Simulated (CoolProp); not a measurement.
The fluid at 293.15 K and 0.584 MPa flows at 10 m/s in a round tube of 50 mm bore and 1.5 µm roughness, fully developed (64/Re and Nu = 3.66 if laminar; Colebrook and Gnielinski if turbulent). The same conditions are run with several fluids, on thermodynamics alone (safety and materials aside).

Model: reference Helmholtz-energy equation of state of each fluid (C2F6 (R116): Lemmon 2006; R13: Platzer 1990; R407C: Lemmon 2003; nitrogen: Span 2000; CF4 (R14): Platzer 1990), in CoolProp. The equations of Platzer and Polt are older, rougher fits. Blends and air are pseudo-pure fits.

```
fluid        Reynolds number  Darcy friction factor  pressure drop (Pa/m)  heat-transfer coefficient (W/(m² K))  mass flow (kg/h)
-----------  ---------------  ---------------------  --------------------  ------------------------------------  ----------------
C2F6 (R116)          1280000                 0.0119                   422                            (withheld)              2510
R13                   936000                 0.0124                   329                            (withheld)              1880
R407C                 954000                 0.0124            (withheld)                                   358              1630
nitrogen              191000                 0.0160                   108                                   158               475
CF4 (R14)             626000                 0.0131                   283                            (withheld)              1530
```

**Question.** Some entries are withheld; supply them.

**Answer.** 
- C2F6 (R116), heat-transfer coefficient (W/(m² K)): 458
- R13, heat-transfer coefficient (W/(m² K)): 299
- R407C, pressure drop (Pa/m): 286
- CF4 (R14), heat-transfer coefficient (W/(m² K)): 270

Transport values come from each fluid's own correlations; those of C2F6 (R116), R13, CF4 (R14) are estimates that may be off by 10 % or more.
